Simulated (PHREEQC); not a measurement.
Consider water at 25 °C with 0.25 mol/kgw NaOH, 0.0051 mol/kgw Na2SiO3 and 0.0049 mol/kgw K3PO4. Closed to the air; pH follows from the charge balance.

Model: ion-association model, phreeqc.dat, run in PHREEQC.

Each row changes one thing in this solution. This is a speciation only: nothing precipitates in the calculation.

| case | pH | ionic strength (mol/kgw) | H2SiO4-2 (mol/kgw) | H3SiO4- (mol/kgw) | H4SiO4 (mol/kgw) | SI of Quartz (SiO2) |
|---|---|---|---|---|---|---|
| as made | 13.23 | 0.293 | 0.00380 | 0.00130 | 3.37e-7 | -2.45 |
| diluted 5-fold with water | 12.61 | [?] | 0.000335 | 0.000684 | 9.16e-7 | -2.05 |
| diluted 2-fold with water | 12.96 | 0.146 | 0.00146 | 0.00109 | 5.76e-7 | -2.24 |
| Na2SiO3 from 0.0051 to 0.00102 mol/kgw | 13.23 | [?] | 0.000757 | 0.000263 | 6.82e-8 | [?] |
| K3PO4 from 0.0049 to 0.00539 mol/kgw | 13.23 | 0.296 | 0.00380 | 0.00130 | 3.36e-7 | [?] |
| temperature from 25 to 50 °C | 12.49 | [?] | 0.00353 | 0.00157 | 1.04e-6 | -2.30 |
| K3PO4 left out | 13.23 | 0.264 | 0.00378 | 0.00132 | 3.42e-7 | -2.45 |
| 0.21 mol/kgw Na2CO3 added | 13.19 | 0.641 | 0.00387 | 0.00123 | 2.93e-7 | -2.47 |

**Question.** Fill in the missing entries.

**Answer.** 
- diluted 5-fold with water, ionic strength (mol/kgw): 0.0579
- Na2SiO3 from 0.0051 to 0.00102 mol/kgw, ionic strength (mol/kgw): 0.282
- Na2SiO3 from 0.0051 to 0.00102 mol/kgw, SI of Quartz (SiO2): -3.15
- K3PO4 from 0.0049 to 0.00539 mol/kgw, SI of Quartz (SiO2): -2.46
- temperature from 25 to 50 °C, ionic strength (mol/kgw): 0.292

Away from 25 °C the constants follow the database's enthalpies or fits; those with neither stay at their 25 °C values.
